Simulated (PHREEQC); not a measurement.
Solution (37 °C): 45 mmol/kgw TMAH and 2.4 mmol/kgw CO2. Closed to the air; pH follows from the charge balance.

Model: ion-association model, wateq4f.dat, run in PHREEQC.

No solid was allowed to form.

### Question
Estimate the pH.

### Answer
pH 12.14.

(CH3)4N+ isn't in the database: it is added as a free cation with an ion size of 4 Å. At this temperature some constants are extrapolated from 25 °C, and those without enthalpy data are left unchanged.
